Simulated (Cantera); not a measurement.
An isothermal, constant-pressure homogeneous reactor starts with 1.45 % H2, 46.9 % O2, 51.6 % N2, equivalence ratio 0.015, at 1323 K and 20.0 Torr.

Detailed kinetics in Cantera: GRI-Mech 3.0 (53 species, 325 reactions). Radical loss at walls, strong at low pressure, is not modelled.

One state of this run: x H2 = 1.90e-5; x O2 = 0.464; x H = 4.64e-5; x HO2 = 4.83e-7; x NO = 2.75e-7; x N2O = 3.10e-8; x H2O = 0.0143. x: mole fraction; the columns are a selection and need not sum to one.

**Question.** Which value of t (s) does it belong to?
A. 1.21
B. 0.211
C. 0.00110
D. 0.0366

**Answer.** B, 0.211
